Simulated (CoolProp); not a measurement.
Vapour pressure (MPa) of diethyl ether: the reference equation beside estimates from Tc = 467.9 K, pc = 3.717 MPa, ω = 0.282. Clausius-Clapeyron is anchored at 362.2 K with a constant enthalpy of vaporisation of 22.53 kJ/mol.

Values from CoolProp's reference Helmholtz-energy equation of state, Thol 2014.

```json
[
 {"T (K)": "362.2", "reference": "0.5051", "Lee-Kesler": "0.5050", "Clausius-Clapeyron": "0.5051", "van der Waals": "1.222", "Redlich-Kwong": "0.7200", "Soave-Redlich-Kwong": "0.5061", "Peng-Robinson": "0.5003"},
 {"T (K)": "371.5", "reference": "0.6299", "Lee-Kesler": "0.6302", "Clausius-Clapeyron": "0.6092", "van der Waals": "1.376", "Redlich-Kwong": "0.8661", "Soave-Redlich-Kwong": "0.6328", "Peng-Robinson": "0.6248"},
 {"T (K)": "380.8", "reference": "0.7764", "Lee-Kesler": "0.7771", "Clausius-Clapeyron": "0.7280", "van der Waals": "1.542", "Redlich-Kwong": "1.032", "Soave-Redlich-Kwong": "0.7818", "Peng-Robinson": "0.7715"},
 {"T (K)": "390", "reference": "0.9447", "Lee-Kesler": "0.9458", "Clausius-Clapeyron": "0.8610", "van der Waals": "1.718", "Redlich-Kwong": "1.215", "Soave-Redlich-Kwong": "0.9536", "Peng-Robinson": "0.9408"},
 {"T (K)": "399.3", "reference": "1.141", "Lee-Kesler": "1.142", "Clausius-Clapeyron": "1.012", "van der Waals": "1.909", "Redlich-Kwong": "1.423", "Soave-Redlich-Kwong": "1.154", "Peng-Robinson": "1.139"},
 {"T (K)": "408.6", "reference": "1.366", "Lee-Kesler": "1.368", "Clausius-Clapeyron": "1.181", "van der Waals": "2.112", "Redlich-Kwong": "1.653", "Soave-Redlich-Kwong": "1.384", "Peng-Robinson": "1.367"},
 {"T (K)": "417.9", "reference": "1.623", "Lee-Kesler": "1.625", "Clausius-Clapeyron": "1.369", "van der Waals": "2.328", "Redlich-Kwong": "1.906", "Soave-Redlich-Kwong": "1.646", "Peng-Robinson": "1.627"},
 {"T (K)": "427.1", "reference": "1.911", "Lee-Kesler": "1.914", "Clausius-Clapeyron": "1.574", "van der Waals": "2.554", "Redlich-Kwong": "2.181", "Soave-Redlich-Kwong": "1.940", "Peng-Robinson": "1.920"},
 {"T (K)": "436.4", "reference": "2.241", "Lee-Kesler": "2.245", "Clausius-Clapeyron": "1.802", "van der Waals": "2.796", "Redlich-Kwong": "2.485", "Soave-Redlich-Kwong": "2.274", "Peng-Robinson": "2.254"},
 {"T (K)": "445.7", "reference": "2.614", "Lee-Kesler": "2.618", "Clausius-Clapeyron": "2.052", "van der Waals": "3.052", "Redlich-Kwong": "2.816", "Soave-Redlich-Kwong": "2.647", "Peng-Robinson": "2.630"}
]
```

Absolute difference from the reference over all 10 rows, mean and median: Lee-Kesler 0.1 and 0.1 %, Clausius-Clapeyron 11.8 and 12.4 %, van der Waals 68.1 and 61.0 %, Redlich-Kwong 23.7 and 22.9 %, Soave-Redlich-Kwong 1.0 and 1.2 %, Peng-Robinson 0.5 and 0.5 %.
